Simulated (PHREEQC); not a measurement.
A solution holds 0.096 mol/kgw HF, 6.9e-05 mol/kgw H2SiF6, 0.12 mol/kgw H3PO4 and 0.016 mol/kgw HCl, at 25 °C. Closed to the air; pH follows from the charge balance.

Computed with PHREEQC (ion-association model, phreeqc.dat).

This is a speciation only: nothing precipitates in the calculation.

Problem. Predict the pH, specific conductance, ionic strength.

Solution. pH 1.45; specific conductance 14500 µS/cm; ionic strength 0.0415 mol/kgw.

Problem. In which forms is P present?

Solution. H3PO4 81 %, H2PO4- 19 % of the P.

Species that the database lacks are ignored. SiF6-2 is the database's only silicon fluoride.
